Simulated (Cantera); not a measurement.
## Adiabatic ignition

An adiabatic, constant-pressure homogeneous reactor starts with 11.0 % CO, 0.340 % H₂, 1.75 % CH₄, 17.7 % O₂, 59.9 % N₂, 9.43 % H₂O, equivalence ratio 0.52, at 1525 K and 1000000 Pa.

Cantera simulation using GRI-Mech 3.0 (53 species, 325 reactions); the numbers are that mechanism's predictions, not measurements.

| t (s) | T (K) | x CO | x H₂ | x CH₄ | x OH | x CH₂CO | x C₂H₆ |
|---|---|---|---|---|---|---|---|
| 1.00e-6 | 1525 | 0.110 | 0.00340 | 0.0175 | 1.80e-7 | 2.14e-11 | 1.95e-10 |
| 2.59e-6 | 1525 | 0.110 | 0.00340 | 0.0175 | 3.75e-7 | 2.45e-10 | 8.33e-9 |
| 6.69e-6 | 1525 | 0.110 | 0.00340 | 0.0175 | 1.28e-6 | 3.61e-9 | 4.36e-7 |
| 1.73e-5 | 1528 | 0.109 | 0.00337 | 0.0170 | 1.49e-5 | 2.92e-7 | 5.52e-5 |
| 4.48e-5 | 2495 | 0.0158 | 0.00210 | <1e-12 | 0.0117 | <1e-12 | <1e-12 |
| 0.000116 | 2577 | 0.00734 | 0.00121 | <1e-12 | 0.00962 | <1e-12 | <1e-12 |
| 0.000299 | 2575 | 0.00730 | 0.00120 | <1e-12 | 0.00956 | <1e-12 | <1e-12 |
| 0.000775 | 2572 | 0.00722 | 0.00119 | <1e-12 | 0.00943 | <1e-12 | <1e-12 |
| 0.00200 | 2565 | 0.00707 | 0.00117 | <1e-12 | 0.00919 | <1e-12 | <1e-12 |
| 0.00518 | 2558 | 0.00692 | 0.00115 | <1e-12 | 0.00894 | <1e-12 | <1e-12 |
| 0.0134 | 2556 | 0.00688 | 0.00114 | <1e-12 | 0.00888 | <1e-12 | <1e-12 |
| 0.0347 | 2556 | 0.00688 | 0.00114 | <1e-12 | 0.00887 | <1e-12 | <1e-12 |
| 0.0897 | 2556 | 0.00688 | 0.00114 | <1e-12 | 0.00887 | <1e-12 | <1e-12 |
| 0.232 | 2556 | 0.00688 | 0.00114 | <1e-12 | 0.00887 | <1e-12 | <1e-12 |
| 0.600 | 2556 | 0.00688 | 0.00114 | <1e-12 | 0.00887 | <1e-12 | <1e-12 |
x: mole fraction; the columns are a selection and need not sum to one.

time of steepest temperature rise: 37.0 µs
temperature at 0.600 s: 2556 K
equilibrium temperature: 2556 K
x(CO) at 0.600 s: 0.00688 (gas-phase equilibrium 0.00688)
x(H₂) at 0.600 s: 0.00114 (gas-phase equilibrium 0.00114)
x(CH₄) at 0.600 s: <1e-12 (gas-phase equilibrium <1e-12)
